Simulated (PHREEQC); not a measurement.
## Hard or scaling water: speciation

A solution holds 0.056 mmol/kgw Ca(HCO3)2, 6.1 mmol/kgw NaF and 0.28 mmol/kgw KCl, at 60 °C. Closed to the air; pH follows from the charge balance.

Computed with PHREEQC (ion-association model, wateq4f.dat).

This is a speciation only: nothing precipitates in the calculation.

Question: Estimate the pH.

Answer: pH 7.62.

Question: In which forms is C present?

Answer: HCO3- 95 %, CO2 4.0 % of the C.

Saturation is exceeded, for instance for Fluorite; the values hold only as long as no solid forms. Away from 25 °C the constants follow the database's enthalpies or fits; those with neither stay at their 25 °C values.
